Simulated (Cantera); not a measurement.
# Adiabatic ignition

An adiabatic, constant-volume homogeneous reactor starts with 35.3 % H2, 13.6 % O2, 51.1 % N2, at 1400 K and 8250 Torr.

Cantera simulation using GRI-Mech 3.0 (53 species, 325 reactions); the numbers are that mechanism's predictions, not measurements. The hydrogen kinetics of GRI-Mech 3.0 are dated; newer H2 mechanisms differ, most at raised pressure. Above 3000 K some thermodynamic fits are extrapolated.

| t (s) | T (K) | P (bar) | x H2 | x O2 | x HO2 | x H2O | x OH | x H2O2 |
|---|---|---|---|---|---|---|---|---|
| 1.00e-6 | 1400 | 11.0 | 0.353 | 0.136 | 2.16e-5 | 4.77e-5 | 2.18e-6 | 4.34e-7 |
| 2.76e-6 | 3108 | 22.0 | 0.104 | 0.00540 | 1.70e-5 | 0.258 | 0.0278 | 2.05e-6 |
| 7.59e-6 | 3257 | 22.8 | 0.103 | 0.00304 | 9.77e-6 | 0.271 | 0.0231 | 1.76e-6 |
| 2.09e-5 | 3246 | 22.7 | 0.104 | 0.00276 | 8.92e-6 | 0.270 | 0.0221 | 1.65e-6 |
| 5.76e-5 | 3242 | 22.7 | 0.105 | 0.00266 | 8.59e-6 | 0.269 | 0.0217 | 1.61e-6 |
| 0.000159 | 3242 | 22.7 | 0.105 | 0.00265 | 8.58e-6 | 0.269 | 0.0217 | 1.60e-6 |
| 0.000437 | 3242 | 22.7 | 0.105 | 0.00265 | 8.58e-6 | 0.269 | 0.0217 | 1.60e-6 |
| 0.00120 | 3242 | 22.7 | 0.105 | 0.00265 | 8.58e-6 | 0.269 | 0.0217 | 1.60e-6 |
| 0.00332 | 3242 | 22.7 | 0.105 | 0.00265 | 8.58e-6 | 0.269 | 0.0217 | 1.60e-6 |
| 0.00915 | 3242 | 22.7 | 0.105 | 0.00265 | 8.58e-6 | 0.269 | 0.0217 | 1.60e-6 |
| 0.0252 | 3242 | 22.7 | 0.105 | 0.00265 | 8.58e-6 | 0.269 | 0.0217 | 1.60e-6 |
| 0.0694 | 3242 | 22.7 | 0.105 | 0.00265 | 8.58e-6 | 0.269 | 0.0217 | 1.60e-6 |
| 0.191 | 3242 | 22.7 | 0.105 | 0.00265 | 8.58e-6 | 0.269 | 0.0217 | 1.60e-6 |
| 0.527 | 3242 | 22.7 | 0.105 | 0.00265 | 8.58e-6 | 0.269 | 0.0217 | 1.60e-6 |
| 1.45 | 3242 | 22.7 | 0.105 | 0.00265 | 8.58e-6 | 0.269 | 0.0217 | 1.60e-6 |
| 4.00 | 3242 | 22.7 | 0.105 | 0.00265 | 8.58e-6 | 0.269 | 0.0217 | 1.60e-6 |
x: mole fraction; the columns are a selection and need not sum to one.

```json
{
 "time_of_steepest_temperature_rise": "2.19 µs",
 "temperature at 4.00 s": "3242 K",
 "equilibrium_temperature": "3242 K",
 "x(H2) at 4.00 s": "0.105 (gas-phase equilibrium 0.105)",
 "x(O2) at 4.00 s": "0.00265 (gas-phase equilibrium 0.00265)",
 "x(HO2) at 4.00 s": "8.58e-6 (gas-phase equilibrium 8.58e-6)"
}
```
